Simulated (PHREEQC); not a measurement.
Consider water at 25 °C with 140 mmol/kgw CsOH, 1.6 mmol/kgw Na2SiO3 and 0.048 mmol/kgw (CH3)4NCl. Closed to the air; pH follows from the charge balance.

Model: ion-association model, wateq4f.dat, run in PHREEQC.

pH: 13.02
ionic strength: 0.144 mol/kgw
total alkalinity: 143 meq/kg

```
species   molality  activity   log γ
--------  --------  --------  ------
OH-          0.141     0.103  -0.135
Cs+          0.140     0.107  -0.118
Na+        0.00320   0.00244  -0.118
H2SiO4-2  0.000964  0.000332  -0.463
H3SiO4-   0.000635  0.000472  -0.129
Cl-        4.80e-5   3.54e-5  -0.133
(CH3)4N+   4.80e-5   3.56e-5  -0.129
```

No solid was allowed to form. Complexes and solids missing from the database can't appear. (CH3)4N+ isn't in the database: it is added as a free cation with an ion size of 4 Å.
